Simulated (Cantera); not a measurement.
Cantera with NASA thermochemical tables; ideal gases at 1 bar, condensed phases pure. Values are per mole of reaction as written; species without (g) are pure solids or liquids, kept so even where they would boil at 1 bar. VN: taken at fixed stoichiometry.

Problem. Between 575 and 2075 K, where is each reaction favourable under standard conditions?
- 4 NO(g) + 2 VN ⇌ V₂O₄ + 6 N(g)

Solution. 
- 4 NO(g) + 2 VN ⇌ V₂O₄ + 6 N(g): ΔG° is 1406 kJ at 575 K and 1089 kJ at 2075 K; it stays positive (K < 1). ΔH° is 1680 kJ and ΔS° 285 J/K at 2075 K.
